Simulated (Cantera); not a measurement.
An adiabatic, constant-pressure homogeneous reactor starts with H2 : O2 : N2 : H2O = 2.2 : 0.5 : 5 : 0.2 (molar parts), equivalence ratio 2.2, at 1798 K and 170000 Pa.

Model: the H2/O2 subset of GRI-Mech 3.0, which has no nitrogen chemistry, integrated in Cantera.

One state of this run: T (K) = 2586; x H2 = 0.157; x O2 = 4.81e-5; x H2O = 0.158; x O = 0.000117; x OH = 0.00255; x HO2 = 4.75e-8. x: mole fraction; the columns are a selection and need not sum to one.

### Question
Which value of t (s) does it belong to?
A. 0.000282
B. 1.12e-5
C. 0.00141
D. 5.00e-6

### Answer
C, 0.00141
